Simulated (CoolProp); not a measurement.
Model: reference Helmholtz-energy equation of state, de Reuck 1993, in CoolProp.

Question: Give the vapour pressure (MPa), liquid density (kg/m³), enthalpy of vaporisation (kJ/kg), surface tension (mN/m) of saturated methanol at 350.3 K.

Answer: 
```
T (K)  p (MPa)  liquid density (kg/m³)  enthalpy of vaporisation (kJ/kg)  surface tension (mN/m)
-----  -------  ----------------------  --------------------------------  ----------------------
350.3    0.163                     736                              1080                    17.7
```

Surface tension comes from a separate correlation (Mulero 2012).
